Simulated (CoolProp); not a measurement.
Vapour-liquid equilibrium of propane (1) + cyclohexane (2) at 49.45 °C; x and y are mole fractions of (1).

Computed with CoolProp (multi-fluid Helmholtz-energy mixture model, Lemmon 2009 and Zhou 2014; pair parameters Bell 2016).

Problem. Give the bubble pressure and the first vapour's composition at x = 0.575, 0.65, 0.725. Is there an azeotrope?

Solution. x = 0.575: 9.812 bar, y = 0.974; x = 0.65: 10.92 bar, y = 0.979; x = 0.725: 12.04 bar, y = 0.983. No azeotrope shows between x = 0.05 and 0.95.

Pair parameters are fitted to limited data, so mixtures are less certain than the pure fluids. The gap from Raoult's law changes sign with composition, which may be real or a fault of the pair parameters; it wasn't checked against measurements.
